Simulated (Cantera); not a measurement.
An adiabatic, constant-volume homogeneous reactor starts with H₂ : O₂ : N₂ = 1 : 1.16 : 4.37 (molar parts), equivalence ratio 0.43, at 1648 K and 2100 Torr. Integrator tolerance rtol = 1e-08.

Computed with Cantera and GRI-Mech 3.0 (53 species, 325 reactions). The hydrogen kinetics of GRI-Mech 3.0 are dated; newer H2 mechanisms differ, most at raised pressure.

Q: What does this change do: initial temperature 1648 to 1350 K?

A: 
```csv
quantity,before,after
time of steepest temperature rise,3.48 µs,9.13 µs
temperature at 2.00 s,2710 K,2542 K
equilibrium temperature,2710 K,2542 K
x(H₂) at 2.00 s,0.00365 (gas-phase equilibrium 0.00365),0.00166 (gas-phase equilibrium 0.00166)
x(O₂) at 2.00 s,0.0929 (gas-phase equilibrium 0.0929),0.0976 (gas-phase equilibrium 0.0976)
x(N₂O) at 2.00 s,2.24e-6 (gas-phase equilibrium 2.24e-6),1.88e-6 (gas-phase equilibrium 1.88e-6)
x(OH) at 2.00 s,0.0185 (gas-phase equilibrium 0.0185),0.0115 (gas-phase equilibrium 0.0115)
x(NO₂) at 2.00 s,2.04e-5 (gas-phase equilibrium 2.04e-5),2.06e-5 (gas-phase equilibrium 2.06e-5)
x(NO) at 2.00 s,0.0204 (gas-phase equilibrium 0.0204),0.0161 (gas-phase equilibrium 0.0161)
x(H) at 2.00 s,0.00173 (gas-phase equilibrium 0.00173),0.000559 (gas-phase equilibrium 0.000559)
```

Q: What does this change do: pressure from 2100 Torr to 3680 Torr?

A: 
| quantity | before | after |
|---|---|---|
| time of steepest temperature rise | 3.48 µs | 1.99 µs |
| temperature at 2.00 s | 2710 K | 2732 K |
| equilibrium temperature | 2710 K | 2732 K |
| x(H₂) at 2.00 s | 0.00365 (gas-phase equilibrium 0.00365) | 0.00304 (gas-phase equilibrium 0.00304) |
| x(O₂) at 2.00 s | 0.0929 (gas-phase equilibrium 0.0929) | 0.0931 (gas-phase equilibrium 0.0931) |
| x(N₂O) at 2.00 s | 2.24e-6 (gas-phase equilibrium 2.24e-6) | 3.08e-6 (gas-phase equilibrium 3.08e-6) |
| x(OH) at 2.00 s | 0.0185 (gas-phase equilibrium 0.0185) | 0.0171 (gas-phase equilibrium 0.0171) |
| x(NO₂) at 2.00 s | 2.04e-5 (gas-phase equilibrium 2.04e-5) | 2.76e-5 (gas-phase equilibrium 2.76e-5) |
| x(NO) at 2.00 s | 0.0204 (gas-phase equilibrium 0.0204) | 0.0211 (gas-phase equilibrium 0.0211) |
| x(H) at 2.00 s | 0.00173 (gas-phase equilibrium 0.00173) | 0.00129 (gas-phase equilibrium 0.00129) |

Q: What does this change do: pressure from 2100 Torr to 760 Torr?

A: 
```
quantity                                                            before                                    after
---------------------------------  ---------------------------------------  ---------------------------------------
time of steepest temperature rise                                  3.48 µs                                  9.60 µs
temperature at 2.00 s                                               2710 K                                   2664 K
equilibrium temperature                                             2710 K                                   2664 K
x(H₂) at 2.00 s                    0.00365 (gas-phase equilibrium 0.00365)  0.00492 (gas-phase equilibrium 0.00492)
x(O₂) at 2.00 s                      0.0929 (gas-phase equilibrium 0.0929)    0.0926 (gas-phase equilibrium 0.0926)
x(N₂O) at 2.00 s                   2.24e-6 (gas-phase equilibrium 2.24e-6)  1.24e-6 (gas-phase equilibrium 1.24e-6)
x(OH) at 2.00 s                      0.0185 (gas-phase equilibrium 0.0185)    0.0208 (gas-phase equilibrium 0.0208)
x(NO₂) at 2.00 s                   2.04e-5 (gas-phase equilibrium 2.04e-5)  1.18e-5 (gas-phase equilibrium 1.18e-5)
x(NO) at 2.00 s                      0.0204 (gas-phase equilibrium 0.0204)    0.0190 (gas-phase equilibrium 0.0190)
x(H) at 2.00 s                     0.00173 (gas-phase equilibrium 0.00173)  0.00283 (gas-phase equilibrium 0.00283)
```
